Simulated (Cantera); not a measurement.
Mixture: 12.8 % CH4, 18.3 % O2, 68.8 % N2, at 1.18 atm, adiabatic and at constant volume. Ignition delay is the time to a rise of 400 K.

Model: GRI-Mech 3.0 (53 species, 325 reactions), integrated in Cantera.

At T0 = 1700 K, what is the delay, and which 6 reactions control it most (d ln τ / d ln k, from doubling and halving each rate constant)?

The delay is 0.184 ms.
| reaction | d ln τ / d ln k | faster rate |
|---|---|---|
| CH3 + O2 <=> CH3O + O | -0.36 | shortens it |
| H + O2 <=> O + OH | -0.29 | shortens it |
| CH4 + H <=> CH3 + H2 | 0.22 | lengthens it |
| CH3 + H (+M) <=> CH4 (+M) | -0.14 | shortens it |
| 2 CH3 (+M) <=> C2H6 (+M) | 0.14 | lengthens it |
| 2 CH3 <=> C2H5 + H | -0.13 | shortens it |
